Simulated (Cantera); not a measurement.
Input (Python, Cantera):

```python
import numpy as np
import cantera as ct

gas = ct.Solution("gri30.yaml")
gas.TPX = 1075, 1000000, {'CH3OH': 0.012, 'O2': 0.0091, 'N2': 1}
inlet = ct.Reservoir(gas, clone=True)

reactor = ct.IdealGasConstPressureReactor(gas, energy="off", clone=False)
exhaust = ct.Reservoir(gas, clone=True)
tau = [2.7, 0.88, 0.29, 0.098, 0.032, 0.011, 0.0036][0]
for a, b in ((inlet, reactor), (reactor, exhaust)):
    ct.MassFlowController(a, b, mdot=lambda t: reactor.mass / tau)
net = ct.ReactorNet([reactor])
show = ['CH3OH', 'O2', 'HO2', 'C2H2', 'NO2', 'OH']

rows = []
print(f"{'tau/s':>10s}{'T/K':>9s}" + "".join(f"{s:>11s}" for s in show))
for tau in [2.7, 0.88, 0.29, 0.098, 0.032, 0.011, 0.0036]:
    net.initial_time = 0.0
    net.advance(30 * tau)
    before = gas.X
    net.advance(40 * tau)
    drift = np.max(np.abs(gas.X - before) / (gas.X + 1e-9))
    rows.append([gas.T, *gas[show].X, drift])
    print(f"{tau:10.3e}{gas.T:9.1f}" + "".join(f"{x:11.3e}" for x in gas[show].X))
```

Output:

```
     tau/s      T/K      CH3OH         O2        HO2       C2H2        NO2         OH
 2.700e+00   1075.0  4.184e-05  1.583e-04  8.393e-07  1.130e-11  2.544e-12  2.915e-09
 8.800e-01   1075.0  1.190e-04  3.323e-04  2.260e-06  3.773e-12  9.466e-12  7.166e-09
 2.900e-01   1075.0  2.763e-04  6.119e-04  5.182e-06  1.910e-12  1.546e-11  1.924e-08
 9.800e-02   1075.0  5.679e-04  1.056e-03  1.059e-05  1.194e-12  1.425e-11  4.853e-08
 3.200e-02   1075.0  1.145e-03  1.778e-03  2.064e-05  7.375e-13  8.689e-12  1.119e-07
 1.100e-02   1075.0  2.231e-03  2.811e-03  3.660e-05  3.568e-13  4.050e-12  2.103e-07
 3.600e-03   1075.0  4.628e-03  4.591e-03  5.924e-05  6.345e-14  1.161e-12  3.012e-07
```

Detailed kinetics in Cantera: GRI-Mech 3.0 (53 species, 325 reactions). GRI-Mech 3.0 was tuned for natural gas; its chemistry of methanol as a main component is partial and can be far from experiment.
